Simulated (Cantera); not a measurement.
What does this Cantera script print?

```python
import numpy as np
import cantera as ct

gas_names = """
    H2 H2O
""".split()
cond_names = """
    V2O5(s) V2O5(L) V(cr) V(L)
""".split()


# ... load() reads the species with a 1 bar reference pressure and builds the phases ...
species = {s.name: s for s in load("nasa_gas.yaml", gas_names) + load("nasa_condensed.yaml", cond_names)}
# Each term lists the table entries of one substance; the one whose range holds T is used.
reactions = {
    '5 H2(g) + V2O5 = 5 H2O(g) + 2 V':
        [(-5, ['H2']), (-1, ['V2O5(s)', 'V2O5(L)']), (5, ['H2O']), (2, ['V(cr)', 'V(L)'])],
}


def pick(names, T):
    return next(species[n] for n in names if species[n].thermo.min_temp <= T <= species[n].thermo.max_temp)


results = []
for label, terms in reactions.items():
    print(label)
    print("     T/K   dH/kJ  dS/(J/K)   dG/kJ   log10 K")
    for T in [300, 373, 573, 773, 973, 1173, 1373, 1573, 1773]:
        used = [(nu, pick(names, T)) for nu, names in terms]
        dH = sum(nu * s.thermo.h(T) for nu, s in used) / 1e6
        dS = sum(nu * s.thermo.s(T) for nu, s in used) / 1e3
        dG = dH - T * dS / 1e3
        logK = -dG * 1e6 / (ct.gas_constant * T * np.log(10))
        results.append((label, T, dH, dS, dG, logK, [s.name for _, s in used]))
        print(f"{T:8g} {dH:8.1f} {dS:8.1f} {dG:8.1f} {logK:8.2f}")
```

Result:

```
5 H2(g) + V2O5 = 5 H2O(g) + 2 V
     T/K   dH/kJ  dS/(J/K)   dG/kJ   log10 K
     300    341.4    217.7    276.1   -48.07
     373    336.7    203.7    260.7   -36.51
     573    321.4    171.0    223.4   -20.36
     773    306.0    147.9    191.6   -12.95
     973    226.8     62.6    165.9    -8.90
    1173    212.6     49.4    154.7    -6.89
    1373    200.9     40.1    145.8    -5.55
    1573    191.3     33.6    138.5    -4.60
    1773    183.8     29.1    132.3    -3.90
```

Cantera with NASA thermochemical tables; ideal gases at 1 bar, condensed phases pure. Condensed species are held in their standard states even where they would react or evaporate.
